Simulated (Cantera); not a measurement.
A Cantera script and what it prints.

```python
import numpy as np
import cantera as ct

gas_names = """
    CL CLO CL2 Fe FeCL FeCL2 FeCL3 FeO Fe(OH)2 Fe2CL4 Fe2CL6 H HCL HOCL HO2 H2 H2O H2O2 O OH O2 O3
""".split()
cond_names = """
    Fe(a) Fe(c) Fe(d) Fe(L) FeCL2(s) FeCL2(L) FeCL3(s) FeCL3(L) FeO(s) FeO(L) Fe(OH)2(s) Fe(OH)3(s)
    Fe2O3(s) Fe3O4(s) H2O(s) H2O(L)
""".split()


# ... load() reads the species with a 1 bar reference pressure and builds the phases ...
atoms = {
    'Fe2O3': {'Fe': 2, 'O': 3},
    'HCl': {'H': 1, 'CL': 1},
    'O2': {'O': 2},
}
top_T = {'Fe2O3(s)': 1830, 'Fe3O4(s)': 1870}  # K; cautious upper limits of use, not melting points


# ... equilibrate(T, P, feed) seeds the gas with the atoms and calls Mixture.equilibrate('TP', solver="vcs", rtol=1e-11, max_steps=5000) ...
results = []
feed = {'Fe2O3': 1, 'HCl': 0.016, 'O2': 0.019}  # mol
T = 1323.15  # K
P = 101325  # Pa
mix = equilibrate(T, P, feed)
results.append((T, P, feed, dict(zip(mix.species_names, mix.species_moles))))
x = sorted(zip(gas.X, gas.species_names), reverse=True)
print(f"T = {T:g} K  P = {P:g} Pa  gas = {mix.phase_moles(0):.4g} mol")
print("   x: " + "  ".join(f"{s} {v:.3e}" for v, s in x if v > 0.0001))
print("   condensed (mol): " + ("  ".join(f"{mix.phase(i).name} {mix.phase_moles(i):.4g}"
      for i in range(1, mix.n_phases) if mix.phase_moles(i) > 1e-12) or "none"))
```

Output:

```
T = 1323.15 K  P = 101325 Pa  gas = 0.03391 mol
   x: O2 5.291e-01  HCL 3.239e-01  H2O 7.396e-02  CL2 6.147e-02  FeCL3 5.670e-03  CL 3.743e-03  FeCL2 2.066e-03
   condensed (mol): Fe2O3(s) 0.9999
```

Method: chemical equilibrium by Gibbs-energy minimisation in Cantera with the NASA 1993 tables (ideal gas, pure condensed phases).
